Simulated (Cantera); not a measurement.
An adiabatic, constant-pressure homogeneous reactor starts with 5.46 % CH4, 0.300 % C2H6, 15.6 % O2, 58.5 % N2, 20.2 % H2O, at 1623 K and 1650 Torr.

Computed with Cantera and GRI-Mech 3.0 (53 species, 325 reactions).

Problem. Predict: time of steepest temperature rise; temperature at 1.00 s; equilibrium temperature; x(O2) at 1.00 s; x(CO2) at 1.00 s.

Solution. 
```json
{
 "time_of_steepest_temperature_rise": "0.106 ms",
 "temperature at 1.00 s": "2544 K",
 "equilibrium_temperature": "2544 K",
 "x(O2) at 1.00 s": "0.0349 (gas-phase equilibrium 0.0349)",
 "x(CO2) at 1.00 s": "0.0511 (gas-phase equilibrium 0.0511)"
}
```
